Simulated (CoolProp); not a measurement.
Model: reference Helmholtz-energy equation of state, Thol 2019, in CoolProp.

Question: For n-pentane, give the phase and the cp (kJ/(kg K)), cv (kJ/(kg K)) at 424.1 K and 0.101 MPa; 522 K and 0.101 MPa.

Answer: 
- 424.1 K and 0.101 MPa: gas; cp 2.23, cv 2.11
- 522 K and 0.101 MPa: gas; cp 2.62, cv 2.50
